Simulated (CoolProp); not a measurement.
A Linde-Hampson liquefier for dry air: isothermal reversible compression at 200 K from 1 atm to 25 MPa, throttling to 1 atm, return gas leaving the recuperator 5 K below the feed. Each further row changes one setting.

The numbers come from the reference Helmholtz-energy equation of state, Lemmon 2000 in CoolProp. It is a pseudo-pure fit of the blend.

| case | liquid yield per pass | compression work (kJ/kg of gas) |
|---|---|---|
| as stated | 0.259 | 295 |
| high pressure 50 MPa | 0.260 | 340 |
| warm-end temperature 230 K | 0.181 | 351 |
| warm-end gap 10 K | 0.247 | 295 |
